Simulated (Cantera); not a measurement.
Feed: 1 mol V2O3, 21 mol H2, 0.63 mol H2O, held at 1998.15 K and 0.120 bar.

Equilibrium computed with Cantera from the NASA thermochemical tables; the gas is ideal and each condensed phase is pure. Candidate condensed phases: H2O, V, VO, V2O3, V2O4, V2O5; 12 gas species. Condensed phases not in the tables: the oxides between V2O3 and V2O5 other than VO2. Kinetics and transport are ignored.

What is the equilibrium state?


```json
{
  "x(H2)": "0.966",
  "x(H2O)": "0.0290",
  "x(H)": "0.00456",
  "x(VO2)": "0.000108",
  "x(VO)": "1.55e-5",
  "x(OH)": "1.36e-5",
  "n(V2O3(s))": "0.999 mol",
  "gas_amount": "21.68 mol",
  "log10 activity of V(s) (absent)": "-1.96",
  "log10 activity of V2O5(l) (absent)": "-8.24"
}
```
